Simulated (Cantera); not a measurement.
# Equilibrium for silicon nitride deposition: SiH4 + N2

Input: 1 mol SiH4, 0.57 mol N2, at 1.00 bar.

Cantera equilibrium calculation (NASA polynomials, part measured and part estimated; ideal gas, pure solids and liquids). Candidate condensed phases: Si, Si3N4; 18 gas species. N2 is the only nitrogen source here; it is nearly inert below about 1500 K, so the nitride shown seldom forms there in practice. Mutual solubility and eutectic melting of coexisting phases are not modelled. The tables' values for SiN are old estimates; treat these amounts as uncertain. Gases not in the tables: Si2H6 and higher silanes. Kinetics and transport are ignored.

| T (°C) | x H2 | x N2 | x H | x SiH2 | x Si | x SiH | n Si(s) | n Si3N4(s) | n Si(l) |
|---|---|---|---|---|---|---|---|---|---|
| 625 | 1.00 | <1e-12 | 1.09e-10 | 3.45e-12 | <1e-12 | <1e-12 | 0.145 | 0.285 | 0 |
| 725 | 1.00 | 1.49e-11 | 2.15e-9 | 8.84e-11 | <1e-12 | <1e-12 | 0.145 | 0.285 | 0 |
| 825 | 1.000 | 8.93e-10 | 2.47e-8 | 1.25e-9 | <1e-12 | <1e-12 | 0.145 | 0.285 | 0 |
| 925 | 1.000 | 2.68e-8 | 1.90e-7 | 1.14e-8 | 1.29e-12 | 1.96e-11 | 0.145 | 0.285 | 0 |
| 1025 | 1.000 | 4.72e-7 | 1.07e-6 | 7.39e-8 | 4.06e-11 | 3.41e-10 | 0.145 | 0.285 | 0 |
| 1125 | 1.000 | 5.48e-6 | 4.73e-6 | 3.66e-7 | 7.79e-10 | 3.93e-9 | 0.145 | 0.285 | 0 |
| 1225 | 1.000 | 4.56e-5 | 1.72e-5 | 1.46e-6 | 1.00e-8 | 3.25e-8 | 0.145 | 0.285 | 0 |
| 1325 | 1.000 | 0.000289 | 5.32e-5 | 4.89e-6 | 9.35e-8 | 2.05e-7 | 0.146 | 0.285 | 0 |
| 1425 | 0.998 | 0.00150 | 0.000144 | 1.39e-5 | 6.57e-7 | 1.02e-6 | 0 | 0.283 | 0.149 |
| 1525 | 0.991 | 0.00852 | 0.000351 | 2.92e-5 | 3.08e-6 | 3.52e-6 | 0 | 0.276 | 0.171 |
| 1625 | 0.959 | 0.0400 | 0.000766 | 5.52e-5 | 1.23e-5 | 1.05e-5 | 0 | 0.243 | 0.270 |
| 1725 | 0.838 | 0.160 | 0.00147 | 8.80e-5 | 4.25e-5 | 2.65e-5 | 0 | 0.0941 | 0.717 |
| 1825 | 0.775 | 0.221 | 0.00271 | 0.000140 | 0.000131 | 6.27e-5 | 0 | 0 | 0.999 |
x: gas mole fraction; n: condensed amount in mol.

From 625 °C to 1325 °C the condensed part is Si(s) + Si3N4(s). From 1425 °C to 1725 °C the condensed part is Si(l) + Si3N4(s). At 1825 °C the condensed part is Si(l). The main Si-bearing gas is SiH4 at 625 °C and SiH2 at 1825 °C.
